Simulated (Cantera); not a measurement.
A Cantera script and its output.

```python
import numpy as np
import cantera as ct

gas = ct.Solution("h2o2.yaml")
gas.TPX = 1150, 140, {'H2': 0.046, 'O2': 1, 'N2': 3.7, 'H2O': 0.21}
reactor = ct.IdealGasConstPressureReactor(gas, energy="off", clone=False)
net = ct.ReactorNet([reactor])
net.rtol, net.atol = 1e-08, 1e-18
show = ['H2', 'O2', 'H2O', 'OH', 'H2O2']
times = np.geomspace(6e-06, 20, 10)

steps = ct.SolutionArray(gas, extra=["t"])
rows = []
print(f"{'t/s':>10s}{'T/K':>9s}{'P/Pa':>11s}" + "".join(f"{s:>11s}" for s in show))
for t in times:
    while net.time < t:
        t_next = net.step()
        steps.append(gas.state, t=t_next)
    rows.append([np.interp(t, steps.t, y) for y in (steps.T, steps.P, *steps(*show).X.T)])
    print(f"{t:10.3e}{rows[-1][0]:9.1f}{rows[-1][1]:11.4g}" + "".join(f"{x:11.3e}" for x in rows[-1][2:]))
rate = np.gradient(steps.T, steps.t)
print("integrator steps:", len(steps.t))
if steps.T.max() > steps.T[0] + 200:
    print(f"time of steepest temperature rise: {steps.t[rate.argmax()]:.4e} s")
gas.TPX = 1150, 140, {'H2': 0.046, 'O2': 1, 'N2': 3.7, 'H2O': 0.21}
gas.equilibrate("TP")
print(f"equilibrium (TP): T = {gas.T:.1f} K  " + "  ".join(f"{s} {gas[s].X[0]:.3e}" for s in show))
```

Result:

```
       t/s      T/K       P/Pa         H2         O2        H2O         OH       H2O2
 6.000e-06   1150.0        140  9.282e-03  2.018e-01  4.237e-02  8.669e-15  6.976e-20
 3.184e-05   1150.0        140  9.282e-03  2.018e-01  4.237e-02  5.719e-14  1.949e-18
 1.689e-04   1150.0        140  9.282e-03  2.018e-01  4.237e-02  6.039e-13  5.410e-17
 8.963e-04   1150.0        140  9.282e-03  2.018e-01  4.237e-02  1.042e-11  1.521e-15
 4.756e-03   1150.0        140  9.282e-03  2.018e-01  4.237e-02  1.655e-10  4.255e-14
 2.523e-02   1150.0        140  9.282e-03  2.018e-01  4.237e-02  4.890e-09  1.164e-12
 1.339e-01   1150.0        140  6.024e-03  1.994e-01  4.478e-02  8.264e-04  5.329e-09
 7.104e-01   1150.0        140  5.695e-04  1.956e-01  4.950e-02  1.106e-03  6.845e-09
 3.769e+00   1150.0        140  4.083e-04  1.962e-01  5.024e-02  9.380e-04  6.897e-09
 2.000e+01   1150.0        140  1.053e-04  1.975e-01  5.144e-02  4.774e-04  5.678e-09
integrator steps: 798
equilibrium (TP): T = 1150.0 K  H2 1.348e-08  O2 1.981e-01  H2O 5.189e-02  OH 5.424e-06  H2O2 1.298e-11
```

Computed with Cantera and the H2/O2 subset of GRI-Mech 3.0, which has no nitrogen chemistry. Radical loss at walls, strong at low pressure, is not modelled.
